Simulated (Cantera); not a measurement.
Feed: 1 mol CuO, 0.43 mol CH4, 3 mol H2, 2.7 mol C, equilibrated at 3.80 bar.

Cantera equilibrium calculation (NASA polynomials, part measured and part estimated; ideal gas, pure solids and liquids). Candidate condensed phases: C, C6H6, C7H8, C8H18, Cu, CuO, Cu(OH)2, Cu2O, H2O; 113 gas species. Rates play no part.

Task: What share of the Cu ends up in condensed phases as a function of T (°C), at 1627, 1677, 1727, 1777, 1827, 1877, 1927, 1977, 2027, 2077?

Result: 
```csv
T (°C),Cu condensed (%),as
1627,99.8,Cu(l)
1677,99.7,Cu(l)
1727,99.4,Cu(l)
1777,99.1,Cu(l)
1827,98.6,Cu(l)
1877,98.0,Cu(l)
1927,97.0,Cu(l)
1977,95.6,Cu(l)
2027,93.6,Cu(l)
2077,91.0,Cu(l)
```
